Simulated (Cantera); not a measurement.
A closed system holds: 1 mol BN, 2.4 mol HCl, 3.1 mol H2, at 1127 °C and 0.0210 bar.

Equilibrium computed with Cantera from the NASA thermochemical tables; the gas is ideal and each condensed phase is pure. Candidate condensed phases: B, BN, NH4Cl; 21 gas species. Gases not in the tables: BHCl2. Rates play no part.

Base state: H2 0.565, HCl 0.433, BCl3 0.00102, N2 0.000513, H 2.52e-5, Cl 1.59e-5 (mole fractions); condensed: BN(s).

Q: What changes in the equilibrium state with this change: H2 from 3.1 to 41 mol?

A: 
```csv
species,before,after
H2,0.565,0.945
HCl,0.433,0.0553
H,2.52e-5,3.26e-5
BCl3,0.00102,9.35e-6
N2,0.000513,5.64e-6
Cl,1.59e-5,1.57e-6
"BN(s), mol",0.994,1.000
```
